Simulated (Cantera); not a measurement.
Charge: 1 mol SiO2, 6.7 mol C, 1.7 mol H2, equilibrated at 220 Pa.

Cantera equilibrium calculation (NASA polynomials, part measured and part estimated; ideal gas, pure solids and liquids). Candidate condensed phases: C, C6H6, C7H8, C8H18, H2O, Si, SiC, SiO2; 123 gas species. Kinetics and transport are ignored.

**Question.** At 1775 °C, list the 6 most abundant gas species with their mole fractions, and the condensed phases.

**Answer.** CO 0.525, H2 0.435, H 0.0315, SiO 0.00545, Si 0.00224, C2H2 (acetylene) 0.000456. Condensed: C(graphite) + SiC(s).
